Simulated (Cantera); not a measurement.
An adiabatic, constant-pressure homogeneous reactor starts with 15.3 % H₂, 17.8 % O₂, 66.9 % N₂, equivalence ratio 0.43, at 1275 K and 0.410 bar.

Cantera simulation using the H2/O2 subset of GRI-Mech 3.0, which has no nitrogen chemistry; the numbers are that mechanism's predictions, not measurements.

Q: Predict: time of steepest temperature rise; temperature at 2.00 s; equilibrium temperature; x(H₂) at 2.00 s; x(O₂) at 2.00 s; x(H₂O₂) at 2.00 s; x(OH) at 2.00 s; x(HO₂) at 2.00 s; x(O) at 2.00 s; x(H) at 2.00 s.

A: 
- time of steepest temperature rise: 81.8 µs
- temperature at 2.00 s: 2291 K
- equilibrium temperature: 2291 K
- x(H₂) at 2.00 s: 0.00150 (gas-phase equilibrium 0.00150)
- x(O₂) at 2.00 s: 0.106 (gas-phase equilibrium 0.106)
- x(H₂O₂) at 2.00 s: 1.43e-7 (gas-phase equilibrium 1.43e-7)
- x(OH) at 2.00 s: 0.00942 (gas-phase equilibrium 0.00942)
- x(HO₂) at 2.00 s: 4.78e-6 (gas-phase equilibrium 4.78e-6)
- x(O) at 2.00 s: 0.00241 (gas-phase equilibrium 0.00241)
- x(H) at 2.00 s: 0.000563 (gas-phase equilibrium 0.000563)
